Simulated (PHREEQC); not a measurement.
Dissolve 18 mmol/kgw K3PO4 at 81 °C. Closed to the air; pH follows from the charge balance.

Equilibrium calculation in PHREEQC: ion-association model, wateq4f.dat.

Each row changes one thing in this solution. No solid was allowed to form.

| case | pH | ionic strength (mol/kgw) |
|---|---|---|
| as made | 10.66 | 0.0763 |
| diluted 10-fold with water | … | 0.00721 |
| diluted 5-fold with water | 10.08 | … |
| K3PO4 from 0.018 to 0.009 mol/kgw | 10.43 | 0.0369 |
| K3PO4 replaced by Na3PO4 at the same molality | 10.66 | 0.0762 |
| diluted 100-fold with water | 8.84 | … |
| K3PO4 replaced by KHCO3 at the same molality | 8.08 | 0.0182 |

Problem. Complete the blanks.

Solution. 
- diluted 10-fold with water, pH: 9.80
- diluted 5-fold with water, ionic strength (mol/kgw): 0.0145
- diluted 100-fold with water, ionic strength (mol/kgw): 0.000717

H3PO4, which wateq4f.dat lacks, is added to it with the constant of phreeqc.dat. At this temperature some constants are extrapolated from 25 °C, and those without enthalpy data are left unchanged.
